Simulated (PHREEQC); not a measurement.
0.019 g of hydrous ferric oxide (600 m²/g; 0.2 weak and 0.005 strong sites per Fe, Dzombak-Morel constants, diffuse double layer) in 1 kg of water with 0.001 mol/kgw of an inert sodium salt and 0.0001 mmol/kgw NiCl2, at 25 °C; the pH is set by adding NaOH or the inert anion's acid. Oxygen alone is held at its pressure in air (log pO2 = -0.68). CO2 from the air is kept out. Nothing may precipitate in this run.

The series has 13 steps of pH, from 3 to 9.

The numbers come from PHREEQC with the ion-association model, wateq4f.dat.

### Question
Near which pH is half of the Ni sorbed, and on which side is more sorbed?

### Answer
Near pH 6.9, with more sorbed at higher pH.

Complexes and solids missing from the database can't appear. The oxide is taken as insoluble; below pH 4 it would dissolve.
